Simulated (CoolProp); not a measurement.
n-perfluorobutane at several states: density (kg/m³) from the reference equation and from simpler models built on Tc = 386.3 K, pc = 23.22 bar, ω = 0.372; each cubic takes its own stable root.

Model: reference Helmholtz-energy equation of state, Gao 2022, in CoolProp.

| T (K) | p (bar) | phase | reference | Redlich-Kwong | Soave-Redlich-Kwong | Peng-Robinson |
|---|---|---|---|---|---|---|
| 229.9 | 3.16 | liquid | 1740 | 1570 | 1642 | 1852 |
| 317.1 | 0.929 | gas | 8.608 | 8.595 | 8.619 | 8.636 |
| 168 | 0.533 | liquid | 1956 | 1739 | 1785 | 2002 |
